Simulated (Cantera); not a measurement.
Input: 1 mol PbO, a varied amount of N2, 0.046 mol H2, at 94.0 mbar.

These are equilibrium values from Cantera (NASA tables, ideal gas, pure condensed phases), not measurements of a reactor. Candidate condensed phases: H2O, Pb, PbO, PbO2, Pb3O4; 27 gas species. Each liquid is taken as pure. Mutual solubility and eutectic melting of coexisting phases are not modelled. Rates play no part.

Stable condensed phases, one row left out:

```
T in °C \ n(N2) in mol
         4.9 9.6  14  19  24  28  33  38
   1075    A   A   A   A   A   A   A   A
   1000    A   A   A   A   A   A   A   A
    925    B   A   A   A   A   A   A   A
    850    B   B   B   B   A   A   A   A
    700    B   B   B   B   B   B   B   B
    625    B   B   B   B   B   B   B   B
    550    B   B   B   B   B   B   B   B
    475    B   B   B   B   B   B   B   B
    400    B   B   B   B   B   B   B   B
    325    B   B   B   B   B   B   B   B
```

A: PbO; B: Pb + PbO.

Q: Give the row for 775 °C.

A: 4.9: Pb + PbO; 9.6: Pb + PbO; 14: Pb + PbO; 19: Pb + PbO; 24: Pb + PbO; 28: Pb + PbO; 33: Pb + PbO; 38: Pb + PbO.
